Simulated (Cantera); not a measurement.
Input: 1 mol CF₄, 0.036 mol HCl, 0.095 mol H₂, equilibrated at 0.000910 bar.

These are equilibrium values from Cantera (NASA tables, ideal gas, pure condensed phases), not measurements of a reactor. Candidate condensed phases: C, C₆H₆, C₇H₈, C₈H₁₈; 118 gas species. Gases not in the tables: C₂F₆ and larger saturated fluorocarbons. Kinetics and transport are ignored. All values below are at 2275 K.

Base state: F 0.651, CF₂ 0.246, HF 0.0714, Cl 0.0114, CF 0.00988, CF₄ 0.00821, CF₃ 0.00233, C₃ 1.15e-5 (mole fractions); condensed: C(graphite).

**Question.** What changes in the equilibrium state with this change: CF₄ replaced by CH₃Cl?

**Answer.** 
| species | before | after |
|---|---|---|
| H₂ | 1.15e-9 | 0.402 |
| HCl | 1.90e-6 | 0.317 |
| H | 9.54e-6 | 0.178 |
| F | 0.651 | 0 |
| CF₂ | 0.246 | 0 |
| HF | 0.0714 | 0 |
| Cl | 0.0114 | 0.101 |
| CF | 0.00988 | 0 |
| CF₄ | 0.00821 | 0 |
| C(graphite), mol | 0.157 | 0.992 |
